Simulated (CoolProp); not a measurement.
Vapour-liquid equilibrium of propane (1) + isopentane (2) at 331 kPa; x and y are mole fractions of (1).

Values from CoolProp's multi-fluid Helmholtz-energy mixture model, Lemmon 2009 and Lemmon 2006; pair parameters Kunz 2012.

```json
[
 {"x": "0.05", "bubble temperature (°C)": "55.9", "y at the bubble point": "0.279", "dew temperature at overall composition x (°C)": "___", "liquid density (mol/L)": "8.141"},
 {"x": "0.15", "bubble temperature (°C)": "38.5", "y at the bubble point": "0.599", "dew temperature at overall composition x (°C)": "61.4", "liquid density (mol/L)": "8.602"},
 {"x": "0.25", "bubble temperature (°C)": "26.4", "y at the bubble point": "0.755", "dew temperature at overall composition x (°C)": "___", "liquid density (mol/L)": "9.032"},
 {"x": "0.35", "bubble temperature (°C)": "17.6", "y at the bubble point": "___", "dew temperature at overall composition x (°C)": "52.5", "liquid density (mol/L)": "9.458"},
 {"x": "0.45", "bubble temperature (°C)": "10.9", "y at the bubble point": "0.891", "dew temperature at overall composition x (°C)": "47.4", "liquid density (mol/L)": "9.893"},
 {"x": "0.55", "bubble temperature (°C)": "5.4", "y at the bubble point": "0.926", "dew temperature at overall composition x (°C)": "41.7", "liquid density (mol/L)": "10.34"},
 {"x": "0.65", "bubble temperature (°C)": "0.8", "y at the bubble point": "0.950", "dew temperature at overall composition x (°C)": "35.0", "liquid density (mol/L)": "10.80"},
 {"x": "0.75", "bubble temperature (°C)": "-3.1", "y at the bubble point": "0.968", "dew temperature at overall composition x (°C)": "26.9", "liquid density (mol/L)": "11.26"},
 {"x": "0.85", "bubble temperature (°C)": "___", "y at the bubble point": "0.983", "dew temperature at overall composition x (°C)": "16.4", "liquid density (mol/L)": "11.71"},
 {"x": "0.95", "bubble temperature (°C)": "___", "y at the bubble point": "0.995", "dew temperature at overall composition x (°C)": "0.9", "liquid density (mol/L)": "12.13"}
]
```

### Question
Some entries are withheld; supply them.

### Answer

- 0.05, dew temperature at overall composition x (°C): 65.3
- 0.25, dew temperature at overall composition x (°C): 57.2
- 0.35, y at the bubble point: 0.840
- 0.85, bubble temperature (°C): -6.6
- 0.95, bubble temperature (°C): -9.8

No azeotrope shows between x = 0.05 and 0.95.

The pair parameters rest on a limited set of measurements; away from them the model extrapolates.
